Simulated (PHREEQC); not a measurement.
Solution (25 °C): 0.054 mol H2SO4, 0.0001 mol FeCl3 and 0.00086 mol KCl per kg of water. Closed to the air; pH follows from the charge balance.

All values are PHREEQC results (ion-association model, phreeqc.dat), not measurements.

```tsv
quantity	before	after
pH	1.24	1.29
ionic strength (mol/kgw)	0.0837	0.0692
HSO4- (mol/kgw)	0.0396	0.0468
SO4-2 (mol/kgw)	0.0143	0.00706
K+ (mol/kgw)	0.000828	0.000831
FeSO4+ (mol/kgw)	6.65e-5	6.61e-5
SI of Hematite (Fe2O3)	-0.67	+2.24
SI of Goethite (FeOOH)	-1.34	+0.03
```

Question: Which change was made?
A. KCl from 0.00086 to 0.000946 mol/kgw
B. KCl from 0.00086 to 0.00129 mol/kgw
C. temperature from 25 to 65 °C
D. H2SO4 replaced by Li2SO4 at the same molality
E. 0.053 mol/kgw CuCl2 added

Answer: C, temperature from 25 to 65 °C

No solid was allowed to form. Some of these states are supersaturated (in Hematite (slow to form), for instance). Away from 25 °C the constants follow the database's enthalpies or fits; those with neither stay at their 25 °C values.
